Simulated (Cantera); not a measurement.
Input: 1 mol B2H6, 11 mol NH3, 3.6 mol N2, at 2052 °C and 68.0 Pa.

These are equilibrium values from Cantera (NASA tables, ideal gas, pure condensed phases), not measurements of a reactor. Candidate condensed phases: B, BN; 15 gas species. The feed counts by its element totals alone. The tables' values for BH2 are old estimates; treat these amounts as uncertain. Kinetics and transport are ignored.

Q: What is the equilibrium state?

A: 
| Item | Value |
|---|---|
| x(H2) | 0.433 |
| x(H) | 0.278 |
| x(N2) | 0.267 |
| x(B) | 0.0203 |
| x(BH2) | 0.00100 |
| x(BH) | 0.000286 |
| x(BN) | 0.000144 |
| x(B2) | 1.80e-6 |
| x(N) | 1.02e-6 |
| n(B(s)) | 1.26 mol |
| gas amount | 34.02 mol |
